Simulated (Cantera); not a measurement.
Cantera run, input and output.

```python
import numpy as np
import cantera as ct

gas = ct.Solution("gri30.yaml")
gas.TPX = 1250, 470000, {'H2': 1, 'O2': 0.238, 'N2': 0.895, 'H2O': 0.062}
reactor = ct.IdealGasReactor(gas, energy="on", clone=False)
net = ct.ReactorNet([reactor])
net.rtol, net.atol = 1e-08, 1e-16
show = ['H2', 'O2', 'H2O', 'NO', 'NO2', 'H', 'N2O']
times = np.geomspace(3e-06, 0.6, 13)

steps = ct.SolutionArray(gas, extra=["t"])
rows = []
print(f"{'t/s':>10s}{'T/K':>9s}{'P/Pa':>11s}" + "".join(f"{s:>11s}" for s in show))
for t in times:
    while net.time < t:
        t_next = net.step()
        steps.append(gas.state, t=t_next)
    rows.append([np.interp(t, steps.t, y) for y in (steps.T, steps.P, *steps(*show).X.T)])
    print(f"{t:10.3e}{rows[-1][0]:9.1f}{rows[-1][1]:11.4g}" + "".join(f"{x:11.3e}" for x in rows[-1][2:]))
rate = np.gradient(steps.T, steps.t)
print("integrator steps:", len(steps.t))
if steps.T.max() > steps.T[0] + 200:
    print(f"time of steepest temperature rise: {steps.t[rate.argmax()]:.4e} s")
gas.TPX = 1250, 470000, {'H2': 1, 'O2': 0.238, 'N2': 0.895, 'H2O': 0.062}
gas.equilibrate("UV")
print(f"equilibrium (UV): T = {gas.T:.1f} K  " + "  ".join(f"{s} {gas[s].X[0]:.3e}" for s in show))
```

Result:

```
       t/s      T/K       P/Pa         H2         O2        H2O         NO        NO2          H        N2O
 3.000e-06   1250.0    4.7e+05  4.556e-01  1.084e-01  2.825e-02  5.575e-17  1.483e-21  4.400e-07  2.018e-13
 8.296e-06   1250.7  4.702e+05  4.554e-01  1.083e-01  2.836e-02  4.839e-13  1.173e-15  4.112e-05  2.350e-11
 2.294e-05   2916.7  9.921e+05  2.574e-01  1.404e-04  2.635e-01  7.868e-05  3.789e-09  2.114e-02  8.054e-08
 6.344e-05   2924.2  9.941e+05  2.580e-01  1.267e-04  2.638e-01  2.602e-04  1.229e-08  2.018e-02  8.461e-08
 1.754e-04   2922.1  9.934e+05  2.583e-01  1.243e-04  2.635e-01  6.001e-04  2.812e-08  2.006e-02  9.601e-08
 4.852e-04   2921.0  9.931e+05  2.585e-01  1.231e-04  2.634e-01  7.876e-04  3.674e-08  2.000e-02  1.063e-07
 1.342e-03   2920.9  9.931e+05  2.585e-01  1.230e-04  2.634e-01  7.944e-04  3.705e-08  2.000e-02  1.067e-07
 3.710e-03   2920.9  9.931e+05  2.585e-01  1.230e-04  2.634e-01  7.944e-04  3.705e-08  2.000e-02  1.067e-07
 1.026e-02   2920.9  9.931e+05  2.585e-01  1.230e-04  2.634e-01  7.944e-04  3.705e-08  2.000e-02  1.067e-07
 2.837e-02   2920.9  9.931e+05  2.585e-01  1.230e-04  2.634e-01  7.944e-04  3.705e-08  2.000e-02  1.067e-07
 7.846e-02   2920.9  9.931e+05  2.585e-01  1.230e-04  2.634e-01  7.944e-04  3.705e-08  2.000e-02  1.067e-07
 2.170e-01   2920.9  9.931e+05  2.585e-01  1.230e-04  2.634e-01  7.944e-04  3.705e-08  2.000e-02  1.067e-07
 6.000e-01   2920.9  9.931e+05  2.585e-01  1.230e-04  2.634e-01  7.944e-04  3.705e-08  2.000e-02  1.067e-07
integrator steps: 1230
time of steepest temperature rise: 1.3341e-05 s
equilibrium (UV): T = 2920.9 K  H2 2.585e-01  O2 1.230e-04  H2O 2.634e-01  NO 7.944e-04  NO2 3.705e-08  H 2.000e-02  N2O 1.067e-07
```

Computed with Cantera and GRI-Mech 3.0 (53 species, 325 reactions). The hydrogen kinetics of GRI-Mech 3.0 are dated; newer H2 mechanisms differ, most at raised pressure.
